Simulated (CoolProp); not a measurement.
Cyclohexane at 487.01 K and 0.842 MPa is throttled through a valve to 0.322 MPa with no heat exchange. Each further row changes one setting.

Model: reference Helmholtz-energy equation of state, Zhou 2014, in CoolProp.

```csv
case,temperature change (K),final density (kg/m³)
as stated,-5.4,(withheld)
outlet pressure 0.0966 MPa,(withheld),2.07
outlet pressure 0.419 MPa,(withheld),(withheld)
```

Fill in the missing entries.


- as stated, final density (kg/m³): 7.07
- outlet pressure 0.0966 MPa, temperature change (K): -7.5
- outlet pressure 0.419 MPa, temperature change (K): -4.4
- outlet pressure 0.419 MPa, final density (kg/m³): 9.32
